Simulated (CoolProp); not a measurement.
50 sccm (0 °C, 1 atm) of nitrogen bubbles through liquid n-perfluorohexane at 274.1 K and leaves saturated at a total pressure of 0.15 MPa (ideal gas phase). Each further row changes one setting.

Values from CoolProp's reference Helmholtz-energy equation of state, Gao 2022.

```csv
case,vapour pressure (kPa),mole fraction of vapour,delivery (mg/min),delivery (sccm),change of delivery for a bath 1 K warmer (%)
as stated,9.11,0.0607,?,?,5.9
bath temperature 279.1 K,?,0.0791,?,4.30,5.8
total pressure 0.3 MPa,9.11,0.0304,?,?,5.7
```

### Question
Fill in the missing entries.

### Answer

- as stated, delivery (mg/min): 48.7
- as stated, delivery (sccm): 3.23
- bath temperature 279.1 K, vapour pressure (kPa): 11.9
- bath temperature 279.1 K, delivery (mg/min): 64.8
- total pressure 0.3 MPa, delivery (mg/min): 23.6
- total pressure 0.3 MPa, delivery (sccm): 1.57
